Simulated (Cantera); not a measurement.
Input: 1 mol SiCl₄, 0.064 mol Cl₂, 66 mol H₂, equilibrated at 700 °C and 75.0 Torr.

Cantera equilibrium calculation (NASA polynomials, part measured and part estimated; ideal gas, pure solids and liquids). Candidate condensed phases: Si; 19 gas species. The tables' values for SiCl₃ are old estimates; treat these amounts as uncertain. The numbers say what is thermodynamically allowed, not how fast it happens.

Base state: H₂ 0.976, HCl 0.00914, SiCl₄ 0.00876, SiHCl₃ 0.00526, SiH₂Cl₂ 0.000330, SiCl₃ 0.000205, SiCl₂ 0.000138 (mole fractions); condensed: Si(s).

Question: What changes in the equilibrium state with this change: SiCl₄ replaced by SiH₄?

Answer: 
```json
[
 {"species": "H₂", "before": "0.976", "after": "0.998"},
 {"species": "HCl", "before": "0.00914", "after": "0.00170"},
 {"species": "SiHCl₃", "before": "0.00526", "after": "3.33e-5"},
 {"species": "SiCl₄", "before": "0.00876", "after": "1.01e-5"},
 {"species": "SiCl₃", "before": "0.000205", "after": "1.28e-6"},
 {"species": "SiCl₂", "before": "0.000138", "after": "4.67e-6"},
 {"species": "SiH₂Cl₂", "before": "0.000330", "after": "1.15e-5"},
 {"species": "Si(s), mol", "before": "0.0137", "after": "0.996"}
]
```

Question: What changes in the equilibrium state with this change: pressure from 75.0 Torr to 1.00 Torr?

Answer: 
```tsv
species	before	after
H₂	0.976	0.965
HCl	0.00914	0.0252
SiCl₄	0.00876	0.00694
SiHCl₃	0.00526	0.00149
SiH₂Cl₂	0.000330	3.35e-5
SiCl₂	0.000138	0.00106
SiCl₃	0.000205	0.000507
Si(s), mol	0.0137	0.323
```

Question: What changes in the equilibrium state with this change: temperature from 700 °C to 1350 °C?

Answer: 
```json
[
 {"species": "H₂", "before": "0.976", "after": "0.947"},
 {"species": "HCl", "before": "0.00914", "after": "0.0451"},
 {"species": "SiCl₂", "before": "0.000138", "after": "0.00752"},
 {"species": "SiCl₄", "before": "0.00876", "after": "5.44e-6"},
 {"species": "H", "before": "3.38e-9", "after": "0.000213"},
 {"species": "SiHCl₃", "before": "0.00526", "after": "1.77e-5"},
 {"species": "SiH₂Cl₂", "before": "0.000330", "after": "9.71e-6"},
 {"species": "SiCl₃", "before": "0.000205", "after": "0.000132"},
 {"species": "Si(s), mol", "before": "0.0137", "after": "0.476"}
]
```
